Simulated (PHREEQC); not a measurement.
Make-up at 25 °C: 0.042 mol HF, 6.3e-05 mol (NH4)2SiF6, 0.0016 mol HBF4 and 0.00088 mol H2SO4 per kg of water. Closed to the air; pH follows from the charge balance.

All values are PHREEQC results (ion-association model, phreeqc.dat), not measurements.

Precipitation was switched off in this run.

Question: Order these F species by the share of F that they hold, largest first: SiF6-2, F-, BF4-, HF2-, HF.

Answer: HF (76 %), BF4- (13 %), F- (8.0 %), HF2- (2.3 %), SiF6-2 (0.77 %)

The pH is 2.16 and the ionic strength 0.00831 mol/kgw. SiF6-2 is the database's only silicon fluoride. Real BF4- forms and hydrolyses slowly; the run takes it at equilibrium.
